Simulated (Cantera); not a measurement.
A perfectly stirred reactor is fed with NO : N2 = 1 : 0.81 (molar parts), at 13300 Pa; it is held at 2048 K, and followed from long to short residence time.

Model: GRI-Mech 3.0 (53 species, 325 reactions), integrated in Cantera.

Task: What does this change do: NO 1 to 1.8 parts?

Result: 
```csv
quantity,before,after
x(NO) at τ = 6.60 s,0.122,0.140
x(N2O) at τ = 6.60 s,5.18e-6,6.58e-6
x(N2) at τ = 6.60 s,0.662,0.585
x(O2) at τ = 6.60 s,0.215,0.274
x(O) at τ = 6.60 s,0.00123,0.00139
x(NO) at τ = 0.170 s,0.513,0.632
x(N2O) at τ = 0.170 s,0.000109,0.000161
x(N2) at τ = 0.170 s,0.467,0.339
x(O2) at τ = 0.170 s,0.0191,0.0283
x(O) at τ = 0.170 s,0.000474,0.000561
```

Task: What does this change do: temperature 2048 to 2200 K?

Result: 
```tsv
quantity	before	after
x(NO) at τ = 6.60 s	0.122	0.0451
x(N2O) at τ = 6.60 s	5.18e-6	8.48e-7
x(N2) at τ = 6.60 s	0.662	0.700
x(O2) at τ = 6.60 s	0.215	0.251
x(O) at τ = 6.60 s	0.00123	0.00374
x(NO) at τ = 0.170 s	0.513	0.387
x(N2O) at τ = 0.170 s	0.000109	5.68e-5
x(N2) at τ = 0.170 s	0.467	0.529
x(O2) at τ = 0.170 s	0.0191	0.0811
x(O) at τ = 0.170 s	0.000474	0.00227
```

Task: What does this change do: NO 1 to 2.7 parts?

Result: 
```
quantity                 before     after
---------------------  --------  --------
x(NO) at τ = 6.60 s       0.122     0.150
x(N2O) at τ = 6.60 s    5.18e-6   7.40e-6
x(N2) at τ = 6.60 s       0.662     0.540
x(O2) at τ = 6.60 s       0.215     0.308
x(O) at τ = 6.60 s      0.00123   0.00148
x(NO) at τ = 0.170 s      0.513     0.699
x(N2O) at τ = 0.170 s  0.000109  0.000194
x(N2) at τ = 0.170 s      0.467     0.265
x(O2) at τ = 0.170 s     0.0191    0.0343
x(O) at τ = 0.170 s    0.000474  0.000610
```
